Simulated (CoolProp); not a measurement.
Cyclopropane along the isobar 9.95 MPa: Z from the reference equation and from simpler models built on Tc = 125.5 °C, pc = 5.605 MPa, ω = 0.131; each cubic takes its own stable root.

Model: reference Helmholtz-energy equation of state, Polt 1992, in CoolProp. This equation is an older, rougher fit; its heat capacities, sound speeds and derivatives of the liquid may be far off and weren't checked against measurements.

```
T (°C)          phase  reference
------  -------------  ---------
75.85          liquid     0.2579
81.75          liquid     0.2584
87.65          liquid     0.2593
93.55          liquid     0.2606
99.35          liquid     0.2624
105.25         liquid     0.2648
111.15         liquid     0.2679
116.95         liquid     0.2718
122.85         liquid     0.2768
128.75  supercritical     0.2832
134.55  supercritical     0.2913
140.45  supercritical     0.3022
```

Task: How far does each simpler model (Redlich-Kwong, Peng-Robinson) lie from the reference over these 12 states: mean and median of the absolute difference, and the worst?

Result: 
- Redlich-Kwong: mean 13.6 %, median 13.7 %, worst +15.2 % at 134.55 °C and 9.95 MPa
- Peng-Robinson: mean 2.4 %, median 2.0 %, worst +6.2 % at 140.45 °C and 9.95 MPa
